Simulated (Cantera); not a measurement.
A Cantera script and its output.

```python
import numpy as np
import cantera as ct

gas = ct.Solution("SiF4_NH3_mec.yaml", "gas")
gas.TPX = 1775, 50000, {'NH3': 1, 'N2': 0.23}
reactor = ct.IdealGasConstPressureReactor(gas, energy="off", clone=False)
net = ct.ReactorNet([reactor])
net.rtol, net.atol = 1e-08, 1e-18
show = ['NH3', 'N2H2', 'N2H4', 'N', 'N2', 'H2', 'NH2']
times = np.geomspace(1e-05, 8, 15)

steps = ct.SolutionArray(gas, extra=["t"])
rows = []
print(f"{'t/s':>10s}{'T/K':>9s}{'P/Pa':>11s}" + "".join(f"{s:>11s}" for s in show))
for t in times:
    while net.time < t:
        t_next = net.step()
        steps.append(gas.state, t=t_next)
    rows.append([np.interp(t, steps.t, y) for y in (steps.T, steps.P, *steps(*show).X.T)])
    print(f"{t:10.3e}{rows[-1][0]:9.1f}{rows[-1][1]:11.4g}" + "".join(f"{x:11.3e}" for x in rows[-1][2:]))
rate = np.gradient(steps.T, steps.t)
print("integrator steps:", len(steps.t))
if steps.T.max() > steps.T[0] + 200:
    print(f"time of steepest temperature rise: {steps.t[rate.argmax()]:.4e} s")
gas.TPX = 1775, 50000, {'NH3': 1, 'N2': 0.23}
gas.equilibrate("TP")
print(f"equilibrium (TP): T = {gas.T:.1f} K  " + "  ".join(f"{s} {gas[s].X[0]:.3e}" for s in show))
```

Output:

```
       t/s      T/K       P/Pa        NH3       N2H2       N2H4          N         N2         H2        NH2
 1.000e-05   1775.0      5e+04  8.130e-01  1.203e-10  4.355e-11  8.456e-15  1.870e-01  2.651e-06  5.349e-06
 2.640e-05   1775.0      5e+04  8.130e-01  1.539e-09  3.450e-10  2.261e-13  1.870e-01  7.082e-06  1.419e-05
 6.971e-05   1775.0      5e+04  8.130e-01  1.513e-08  2.513e-09  5.697e-12  1.870e-01  1.888e-05  3.746e-05
 1.841e-04   1775.0      5e+04  8.129e-01  1.262e-07  1.736e-08  7.552e-11  1.870e-01  5.212e-05  9.765e-05
 4.860e-04   1775.0      5e+04  8.126e-01  8.070e-07  9.720e-08  3.532e-10  1.870e-01  1.770e-04  2.304e-04
 1.283e-03   1775.0      5e+04  8.118e-01  1.934e-06  2.212e-07  1.172e-09  1.871e-01  7.820e-04  3.472e-04
 3.388e-03   1775.0      5e+04  8.095e-01  2.042e-06  2.311e-07  2.799e-09  1.875e-01  2.705e-03  3.549e-04
 8.944e-03   1775.0      5e+04  8.033e-01  2.014e-06  2.241e-07  6.886e-09  1.885e-01  7.772e-03  3.495e-04
 2.362e-02   1775.0      5e+04  7.875e-01  1.943e-06  2.098e-07  1.657e-08  1.913e-01  2.088e-02  3.381e-04
 6.235e-02   1775.0      5e+04  7.478e-01  1.773e-06  1.854e-07  3.419e-08  1.981e-01  5.369e-02  3.179e-04
 1.646e-01   1775.0      5e+04  6.566e-01  1.422e-06  1.487e-07  5.465e-08  2.139e-01  1.292e-01  2.847e-04
 4.347e-01   1775.0      5e+04  4.827e-01  8.784e-07  9.641e-08  6.986e-08  2.439e-01  2.731e-01  2.292e-04
 1.148e+00   1775.0      5e+04  2.516e-01  3.466e-07  3.947e-08  7.652e-08  2.838e-01  4.643e-01  1.467e-04
 3.030e+00   1775.0      5e+04  7.662e-02  6.722e-08  7.136e-09  6.717e-08  3.141e-01  6.091e-01  6.241e-05
 8.000e+00   1775.0      5e+04  1.422e-02  5.235e-09  4.801e-10  3.487e-08  3.248e-01  6.606e-01  1.620e-05
integrator steps: 1303
equilibrium (TP): T = 1775.0 K  NH3 4.811e-06  N2H2 6.674e-14  N2H4 7.503e-17  N 1.877e-11  N2 3.273e-01  H2 6.724e-01  NH2 6.386e-09
```

Cantera simulation using the gas-phase N/H chemistry of the illustrative SiF4/NH3 mechanism in the Surface Chemkin manual (1991); the numbers are that mechanism's predictions, not measurements. Walls and surfaces, which speed up NH3 decomposition in real reactors, are not modelled.
